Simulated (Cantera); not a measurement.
An isothermal, constant-pressure homogeneous reactor starts with CH₄ : O₂ : N₂ = 0.0069 : 0.027 : 1 (molar parts), equivalence ratio 0.51, at 1500 K and 1.01 bar. Integrator tolerance rtol = 1e-08.

Computed with Cantera and GRI-Mech 3.0 (53 species, 325 reactions).

| quantity | before | after |
|---|---|---|
| x(CH₄) at 200 s | <1e-12 (gas-phase equilibrium <1e-12) | <1e-12 (gas-phase equilibrium <1e-12) |
| x(O₂) at 200 s | 0.0128 (gas-phase equilibrium 0.0126) | 1.10e-10 (gas-phase equilibrium 1.09e-10) |
| x(CH₂CO) at 200 s | <1e-12 (gas-phase equilibrium <1e-12) | <1e-12 (gas-phase equilibrium <1e-12) |
| x(N₂O) at 200 s | 2.29e-8 (gas-phase equilibrium 2.28e-8) | 6.33e-11 (gas-phase equilibrium 2.10e-12) |
| x(NO) at 200 s | 5.28e-6 (gas-phase equilibrium 0.000334) | 1.54e-6 (gas-phase equilibrium 3.09e-8) |
| x(HO₂) at 200 s | 8.70e-9 (gas-phase equilibrium 8.62e-9) | <1e-12 (gas-phase equilibrium <1e-12) |
| x(O) at 200 s | 4.58e-7 (gas-phase equilibrium 4.55e-7) | 4.26e-11 (gas-phase equilibrium 4.24e-11) |

Problem. What was changed between the two runs?
(A) N2 1 to 4.2 parts
(B) CH4 0.0069 to 0.016 parts
(C) pressure from 1.01 bar to 18.0 bar
(D) CH4 0.0069 to 0.0013 parts

Solution. B, CH4 0.0069 to 0.016 parts
